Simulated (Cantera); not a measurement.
A perfectly stirred reactor is fed with C₂H₆ : N₂ = 1 : 77 (molar parts), at 128 Torr; it is held at 1448 K, and followed from long to short residence time.

Detailed kinetics in Cantera: GRI-Mech 3.0 (53 species, 325 reactions). GRI-Mech 3.0 stops at C3 and has no aromatics, soot or wall deposition, so with more carbon than oxygen in the feed, carbon stays in small species such as C2H2 where larger ones or solid carbon would form.

x: mole fraction; the columns are a selection and need not sum to one.

| τ (s) | x C₂H₆ | x CH₂ | x C₂H | x CH₄ | x C₂H₂ |
|---|---|---|---|---|---|
| 7.0 | 1.11e-5 | 8.38e-9 | … | 0.00238 | 0.0112 |
| 2.3 | 2.50e-5 | 1.77e-8 | … | 0.00243 | 0.0111 |
| 0.74 | 5.73e-5 | 3.74e-8 | … | 0.00252 | 0.0109 |
| 0.24 | 0.000134 | 7.68e-8 | … | 0.00269 | 0.0104 |
| 0.079 | 0.000320 | 1.52e-7 | … | 0.00289 | 0.00942 |
| 0.026 | 0.000792 | 2.89e-7 | … | 0.00298 | 0.00758 |
| 0.0084 | 0.00203 | 5.15e-7 | … | 0.00262 | 0.00467 |
| 0.0027 | 0.00489 | 7.57e-7 | … | 0.00161 | 0.00168 |
| 0.00089 | 0.00881 | 7.78e-7 | … | 0.000595 | 0.000283 |
| 0.00029 | 0.0116 | 4.67e-7 | 5.23e-10 | 0.000133 | 1.78e-5 |

### Question
Some entries are withheld; supply them.

### Answer

- 7.0, x C₂H: 7.35e-9
- 2.3, x C₂H: 1.06e-8
- 0.74, x C₂H: 1.50e-8
- 0.24, x C₂H: 2.01e-8
- 0.079, x C₂H: 2.50e-8
- 0.026, x C₂H: 2.75e-8
- 0.0084, x C₂H: 2.37e-8
- 0.0027, x C₂H: 1.29e-8
- 0.00089, x C₂H: 3.89e-9
